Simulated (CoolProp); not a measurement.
A simple Rankine cycle with cyclohexane: condensing at 309.15 K, boiler at 0.476 MPa, turbine inlet 565.8 K, turbine efficiency 0.9, pump efficiency 0.7, no recuperator. Each further row changes one setting.

Values from CoolProp's reference Helmholtz-energy equation of state, Zhou 2014.

| case | thermal efficiency (%) | net work (kJ/kg) | heat in (kJ/kg) | turbine exit temperature (K) | volume ratio over the turbine |
|---|---|---|---|---|---|
| as stated | 16.4 | 145 | 882 | 502.9 | 21.0 |
| turbine inlet 585.8 K | 16.1 | 150 | 934 | 522.9 | 21.0 |
| condensing temperature 301.15 K | 17.8 | 159 | 897 | 496.2 | 29.1 |
| boiler pressure 0.333 MPa | 14.7 | 130 | 884 | 510.4 | 14.7 |
| turbine efficiency 0.8 | 14.6 | 128 | 882 | 509.9 | 21.2 |
